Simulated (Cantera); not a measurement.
A freely propagating, adiabatic, planar premixed flame of 28.9 % H₂, 14.9 % O₂, 56.2 % N₂, unburnt at 600 K and 2030 Torr; mixture-averaged transport, grid criteria slope 0.08 and curve 0.16, no radiation.

Detailed kinetics in Cantera: the H2/O2 subset of GRI-Mech 3.0, which has no nitrogen chemistry. The hydrogen kinetics of GRI-Mech 3.0 are dated; newer H2 mechanisms differ, most at raised pressure. Burning velocities carry a grid error of a few per cent, more on coarse grids.

Question: Predict: laminar burning velocity; thermal thickness; peak x(OH); peak x(O); peak x(H₂O₂).

Answer: 
- laminar burning velocity = 725 cm/s
- thermal thickness = 0.130 mm
- peak x(OH) = 0.0188
- peak x(O) = 0.0114
- peak x(H₂O₂) = 4.19e-5
